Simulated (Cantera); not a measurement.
An isothermal plug-flow reactor at 925 K and 0.237 atm (inlet), inlet velocity 3.7 m/s, active area per volume 270 1/m; feed CH₄ : O₂ : N₂ = 0.0022 : 0.011 : 0.79 (molar parts), equivalence ratio 0.40.

Cantera simulation using Deutschmann's 1995 Pt surface mechanism with GRI-Mech 3.0 gas chemistry; the numbers are that mechanism's predictions, not measurements. Catalytic surfaces can have several steady states; this one follows from the mechanism file's or the stated starting coverage. Mass transfer to the wall is taken as infinitely fast.

Question: What does this change do: area per volume 270 to 1300 1/m?

Answer: 
```json
[
 {"quantity": "x(CH₄) at z = 0.064 m", "before": "0.00120", "after": "3.69e-5"},
 {"quantity": "x(O₂) at z = 0.064 m", "before": "0.0106", "after": "0.00829"},
 {"quantity": "x(H₂O) at z = 0.064 m", "before": "0.00307", "after": "0.00540"},
 {"quantity": "x(CO₂) at z = 0.064 m", "before": "0.00154", "after": "0.00270"},
 {"quantity": "x(CO) at z = 0.064 m", "before": "6.56e-7", "after": "2.07e-8"},
 {"quantity": "θ(free Pt) at the exit", "before": "0.307", "after": "0.319"},
 {"quantity": "θ(O*) at the exit", "before": "0.692", "after": "0.680"}
]
```

Question: What does this change do: CH4 0.0022 to 0.0011 parts?

Answer: 
```json
[
 {"quantity": "x(CH₄) at z = 0.064 m", "before": "0.00120", "after": "0.000626"},
 {"quantity": "x(O₂) at z = 0.064 m", "before": "0.0106", "after": "0.0122"},
 {"quantity": "x(H₂O) at z = 0.064 m", "before": "0.00307", "after": "0.00149"},
 {"quantity": "x(CO₂) at z = 0.064 m", "before": "0.00154", "after": "0.000745"},
 {"quantity": "x(CO) at z = 0.064 m", "before": "6.56e-7", "after": "3.34e-7"},
 {"quantity": "θ(free Pt) at the exit", "before": "0.307", "after": "0.298"},
 {"quantity": "θ(O*) at the exit", "before": "0.692", "after": "0.702"}
]
```
